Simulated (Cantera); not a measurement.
Charge: 1 mol MgO, 3 mol HBr, 19 mol O2, held at 1.00 bar.

These are equilibrium values from Cantera (NASA tables, ideal gas, pure condensed phases), not measurements of a reactor. Candidate condensed phases: Br2, H2O, Mg, MgBr2, MgO, Mg(OH)2; 20 gas species. Kinetics and transport are ignored. All values below are at 377 °C.

Base state: O2 0.859, H2O 0.0706, Br2 0.0706, HBr 1.12e-5 (mole fractions); condensed: MgO(s).

**Question.** What changes in the equilibrium state with this change: HBr from 3 to 11 mol?

**Answer.** 
| species | before | after |
|---|---|---|
| O2 | 0.859 | 0.596 |
| H2O | 0.0706 | 0.202 |
| Br2 | 0.0706 | 0.202 |
| HBr | 1.12e-5 | 3.52e-5 |
| MgO(s), mol | 1.00 | 1.00 |

**Question.** What changes in the equilibrium state with this change: HBr from 3 to 1.2 mol?

**Answer.** 
```
species       before    after
-----------  -------  -------
O2             0.859    0.940
H2O           0.0706   0.0301
Br2           0.0706   0.0301
HBr          1.12e-5  4.69e-6
MgO(s), mol     1.00     1.00
```
